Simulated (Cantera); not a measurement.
Charge: 1 mol Si, 3.9 mol SF6, at 750 K and 0.430 bar.

These are equilibrium values from Cantera (NASA tables, ideal gas, pure condensed phases), not measurements of a reactor. Candidate condensed phases: S, Si; 21 gas species. The tables' values for S2F2 (SSF2), SF3 are old estimates; treat these amounts as uncertain. Kinetics and transport are ignored.

Task: What is the equilibrium state?

Result: 
```
Quantity                              Value
--------------------------------  ---------
x(SF6)                                0.430
x(SF4)                                0.351
x(SiF4)                               0.207
x(S2F2 (SSF2))                       0.0123
x(SF3)                             0.000219
x(SF2)                             0.000111
x(SF5)                              1.99e-6
gas amount                        4.840 mol
log10 activity of S(l) (absent)       -5.10
log10 activity of Si(s) (absent)     -64.68
```
